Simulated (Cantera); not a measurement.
A Cantera script and what it prints.

```python
import numpy as np
import cantera as ct

gas_names = """
    CL CL2 H HCL H2 N NH NH2 NH3 N2 N2H2 N2H4 Si SiCL SiCL2 SiCL3 SiCL4 SiH SiHCL3 SiH2 SiH2CL2 SiH3
    SiH3CL SiH4 SiN Si2 Si2N Si3
""".split()
cond_names = """
    NH4CL(a) NH4CL(b) Si(cr) Si(L) Si3N4(a)
""".split()


# ... load() reads the species with a 1 bar reference pressure and builds the phases ...
atoms = {
    'SiH2Cl2': {'Si': 1, 'H': 2, 'CL': 2},
    'NH3': {'N': 1, 'H': 3},
    'H2': {'H': 2},
}
top_T = {'Si3N4(a)': 2400}  # K; cautious upper limits of use, not melting points


# ... equilibrate(T, P, feed) seeds the gas with the atoms and calls Mixture.equilibrate('TP', solver="vcs", rtol=1e-11, max_steps=5000) ...
results = []
feed = {'SiH2Cl2': 1, 'NH3': 2.8, 'H2': 25}  # mol
T = 1050  # K
P = 10000  # Pa
mix = equilibrate(T, P, feed)
results.append((T, P, feed, dict(zip(mix.species_names, mix.species_moles))))
x = sorted(zip(gas.X, gas.species_names), reverse=True)
print(f"T = {T:g} K  P = {P:g} Pa  gas = {mix.phase_moles(0):.4g} mol")
print("   x: " + "  ".join(f"{s} {v:.3e}" for v, s in x if v > 0.001))
print("   condensed (mol): " + ("  ".join(f"{mix.phase(i).name} {mix.phase_moles(i):.4g}"
      for i in range(1, mix.n_phases) if mix.phase_moles(i) > 1e-12) or "none"))
```

It prints:

```
T = 1050 K  P = 10000 Pa  gas = 31.93 mol
   x: H2 9.145e-01  HCL 6.251e-02  N2 2.298e-02
   condensed (mol): Si3N4(a) 0.333
```

These are equilibrium values from Cantera (NASA tables, ideal gas, pure condensed phases), not measurements of a reactor.
